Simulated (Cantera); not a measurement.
An adiabatic, constant-pressure homogeneous reactor starts with CH4 : O2 : N2 = 1 : 2.53 : 9.52 (molar parts), equivalence ratio 0.79, at 1448 K and 101000 Pa. Integrator tolerance rtol = 1e-08.

Computed with Cantera and GRI-Mech 3.0 (53 species, 325 reactions).

Task: What does this change do: constant volume in place of constant pressure?

Result: 
```
quantity                                                          before                                  after
---------------------------------  -------------------------------------  -------------------------------------
time of steepest temperature rise                                1.82 ms                                1.73 ms
temperature at 5.00 s                                             2632 K                                 2802 K
equilibrium temperature                                           2632 K                                 2802 K
x(CH4) at 5.00 s                   <1e-12 (gas-phase equilibrium <1e-12)  <1e-12 (gas-phase equilibrium <1e-12)
x(O2) at 5.00 s                    0.0411 (gas-phase equilibrium 0.0411)  0.0415 (gas-phase equilibrium 0.0415)
x(C2H6) at 5.00 s                  <1e-12 (gas-phase equilibrium <1e-12)  <1e-12 (gas-phase equilibrium <1e-12)
x(H2O) at 5.00 s                     0.133 (gas-phase equilibrium 0.133)    0.126 (gas-phase equilibrium 0.126)
x(C2H2) at 5.00 s                  <1e-12 (gas-phase equilibrium <1e-12)  <1e-12 (gas-phase equilibrium <1e-12)
```
